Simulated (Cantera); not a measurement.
Input: 1 mol Si2H6, 0.24 mol O2, 6.9 mol N2, held at 1023.15 K and 13.3 mbar.

Method: chemical equilibrium by Gibbs-energy minimisation in Cantera with the NASA 1993 tables (ideal gas, pure condensed phases). Candidate condensed phases: H2O, Si, SiO2, Si2N2O, Si3N4; 35 gas species. The feed counts by its element totals alone. N2 is the only nitrogen source here; it is nearly inert below about 1500 K, so the nitride shown seldom forms there in practice. Mutual solubility and eutectic melting of coexisting phases are not modelled. The numbers say what is thermodynamically allowed, not how fast it happens.

Base state: N2 0.656, H2 0.344 (mole fractions); condensed: Si2N2O(s) + Si3N4(s).

Problem. What changes in the equilibrium state with this change: Si2H6 replaced by SiH4?

Solution. 
```csv
species,before,after
N2,0.656,0.762
H2,0.344,0.238
"Si2N2O(s), mol",0.480,0.480
"Si3N4(s), mol",0.347,0.0133
```

Problem. What changes in the equilibrium state with this change: temperature from 1023.15 K to 1725 K?

Solution. 
| species | before | after |
|---|---|---|
| N2 | 0.656 | 0.653 |
| H2 | 0.344 | 0.341 |
| SiO | <1e-9 | 0.00468 |
| H | 2.11e-8 | 0.000939 |
| Si | <1e-9 | 3.27e-5 |
| Si2N2O(s), mol | 0.480 | 0.439 |
| Si3N4(s), mol | 0.347 | 0.360 |
